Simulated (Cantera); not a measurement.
A perfectly stirred reactor is fed with 0.737 % CH4, 94.4 % H2, 0.104 % O2, 4.72 % H2O, equivalence ratio 470, at 24.0 Torr; it is held at 2400 K, and followed from long to short residence time.

Model: GRI-Mech 3.0 (53 species, 325 reactions), integrated in Cantera. Radical loss at walls, strong at low pressure, is not modelled.

**Question.** Predict: x(CH4) at τ = 19.0 s; x(H2) at τ = 19.0 s; x(O2) at τ = 19.0 s; x(H) at τ = 19.0 s; x(CH4) at τ = 0.260 s; x(H2) at τ = 0.260 s; x(O2) at τ = 0.260 s; x(H) at τ = 0.260 s.

**Answer.** 
```json
{
  "x(CH4) at τ = 19.0 s": "5.78e-8",
  "x(H2) at τ = 19.0 s": "0.871",
  "x(O2) at τ = 19.0 s": "8.01e-7",
  "x(H) at τ = 19.0 s": "0.0829",
  "x(CH4) at τ = 0.260 s": "2.07e-5",
  "x(H2) at τ = 0.260 s": "0.903",
  "x(O2) at τ = 0.260 s": "3.95e-7",
  "x(H) at τ = 0.260 s": "0.0501"
}
```
